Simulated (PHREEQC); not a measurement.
## Reverse-osmosis permeate: an equilibrium model

A made-up water analysis in mg/kgw, 25 °C, pH 6.05, pe -0.7: Na 2.85; K 3.21; Ca 2.15; Mg 1.32; Cl 3.26; S(6) as SO4 9.12; Alkalinity as HCO3 8.28; F 0.00855.

Valence states are taken as typed.

Equilibrium calculation in PHREEQC: ion-association model, phreeqc.dat.

This is a speciation only: nothing precipitates in the calculation.

**Question.** What charge-balance error does the model give?

**Answer.** charge-balance error 0.5 %.

**Question.** In which forms is Mg present?

**Answer.** Mg+2 98 %, MgSO4 1.7 % of the Mg.
